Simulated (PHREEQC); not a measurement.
A column of 0.2 m (30 cells, dispersivity 0.01 m, 300 s a shift, diffusion coefficient 3e-10 m²/s) holds 0.043 eq of the database's cation exchanger X per kg of pore water, first in equilibrium with 0.0029 mol MnCl2, 0.0077 mol KBr and 1e-05 mol HCl per kg of water. It is flushed with 0.0008 mol/kgw PbCl2, 0.011 mol/kgw CdCl2, 0.051 mol/kgw KCl and 1e-05 mol/kgw HCl, at 25 °C. Values are for the last cell. No CO2 enters from the air. No solid was allowed to form.

Base run: PHREEQC, ion-association model, phreeqc.dat. Each further column changes one thing. The table gives Mn in solution (mol/kgw).

| pore volumes | base | exchange capacity from 0.043 to 0.021 eq/kgw | dispersivity from 0.01 to 0.02 m |
|---|---|---|---|
| 0 | 0.00290 | 0.00290 | 0.00290 |
| 0.55 | 0.00359 | 0.00359 | 0.00513 |
| 1.217 | 0.0142 | 0.00781 | 0.0114 |
| 1.75 | 0.00697 | 0.00213 | 0.00637 |
| 2.283 | 0.00222 | 0.000398 | 0.00286 |
| 2.817 | 0.000600 | 6.53e-5 | 0.00120 |
| 3.483 | 0.000104 | 6.28e-6 | 0.000390 |
| 4.017 | 2.45e-5 | 9.32e-7 | 0.000157 |
